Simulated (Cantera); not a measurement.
Cantera run, input and output.

```python
import numpy as np
import cantera as ct

gas = ct.Solution("gri30.yaml")


def delay(T, t_max=10):
    gas.TPX = T, 100000, {'H2': 1, 'O2': 0.417, 'N2': 1.57}
    reactor = ct.IdealGasReactor(gas, clone=False)
    net = ct.ReactorNet([reactor])
    net.rtol, net.atol = 1e-8, 1e-16
    while net.time < t_max:
        t_old, T_old = net.time, reactor.T
        net.step()
        if reactor.T > T + 400:  # ignition: a rise of 400 K
            return t_old + (T + 400 - T_old) / (reactor.T - T_old) * (net.time - t_old)
    return np.nan


taus = []
for T in [948, 1048, 1148, 1248, 1348, 1448, 1548, 1648]:
    taus.append(delay(T))
    print(f"T0 = {T:6g} K   tau = {taus[-1]:.4e} s")
```

Output:

```
T0 =    948 K   tau = 9.9092e-03 s
T0 =   1048 K   tau = 1.4617e-04 s
T0 =   1148 K   tau = 6.2001e-05 s
T0 =   1248 K   tau = 3.5521e-05 s
T0 =   1348 K   tau = 2.3467e-05 s
T0 =   1448 K   tau = 1.7215e-05 s
T0 =   1548 K   tau = 1.3850e-05 s
T0 =   1648 K   tau = 1.2113e-05 s
```

Cantera simulation using GRI-Mech 3.0 (53 species, 325 reactions); the numbers are that mechanism's predictions, not measurements. Below about 950 K walls govern HO2 and H2O2 in real vessels. Where the delays flatten at high temperature, the 400 K rule measures the pace of heat release, not the induction time.
